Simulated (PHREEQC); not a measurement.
Solution (20 °C): 0.04 mol/kgw HF, 0.00021 mol/kgw H2SiF6, 0.19 mol/kgw HBF4 and 0.0077 mol/kgw H2SO4. Closed to the air; pH follows from the charge balance.

The numbers come from PHREEQC with the ion-association model, phreeqc.dat.

Each row changes one thing in this solution. This is a speciation only: nothing precipitates in the calculation.

```
case                                          pH  ionic strength (mol/kgw)  HF (mol/kgw)  HSO4- (mol/kgw)  BF3OH- (mol/kgw)  SO4-2 (mol/kgw)  SI of Quartz (SiO2)
------------------------------------------  ----  ------------------------  ------------  ---------------  ----------------  ---------------  -------------------
as made                                     0.80                     0.201        0.0416          0.00651           0.00144          0.00119                -5.14
HF replaced by NH4HF2 at the same molality  0.89                     0.202        0.0797          0.00612          0.000752          0.00139                -7.03
HBF4 from 0.19 to 0.171 mol/kgw             0.84                     0.182        0.0413          0.00645           0.00131          0.00125                -5.18
HBF4 from 0.19 to 0.019 mol/kgw             1.56                    0.0350        0.0386          0.00457          0.000162          0.00313                -6.13
H2SO4 from 0.0077 to 0.0116 mol/kgw         0.79                     0.206        0.0416          0.00983           0.00144          0.00177                -5.13
temperature from 20 to 30 °C                0.80                     0.200        0.0424          0.00670           0.00171         0.001000                -4.48
H2SO4 from 0.0077 to 0.00385 mol/kgw        0.81                     0.196        0.0415          0.00325           0.00144         0.000601                -5.15
H2SiF6 from 0.00021 to 0.000189 mol/kgw     0.80                     0.201        0.0416          0.00651           0.00144          0.00119                -5.18
```

SiF6-2 is the database's only silicon fluoride. Real BF4- forms and hydrolyses slowly; the run takes it at equilibrium.
